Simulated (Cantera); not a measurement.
Source: NASA polynomial tables (part measured, part estimated), evaluated in Cantera. Values are per mole of reaction as written; species without (g) are pure solids or liquids, kept so even where they would boil at 1 bar.

CS₂(g) + 2 H₂S(g) + 4 Ni → 4 NiS + CH₄(g)

```csv
T (K),ΔH° (kJ),ΔS° (J/K),ΔG° (kJ),log10 K
1350,-320.0,-198.5,-52.0,2.01
1375,[?],[?],[?],[?]
1400,-315.4,-195.2,-42.1,1.57
1425,[?],[?],[?],[?]
1450,-310.9,-192.0,-32.5,1.17
1475,-308.7,-190.5,-27.7,0.98
1500,-306.5,-189.0,-22.9,0.80
1525,-304.3,-187.6,-18.2,0.62
```

Problem. Some entries are withheld; supply them.

Solution. 
- 1375, ΔH° (kJ): -317.7
- 1375, ΔS° (J/K): -196.8
- 1375, ΔG° (kJ): -47.0
- 1375, log10 K: 1.79
- 1425, ΔH° (kJ): -313.1
- 1425, ΔS° (J/K): -193.6
- 1425, ΔG° (kJ): -37.3
- 1425, log10 K: 1.37
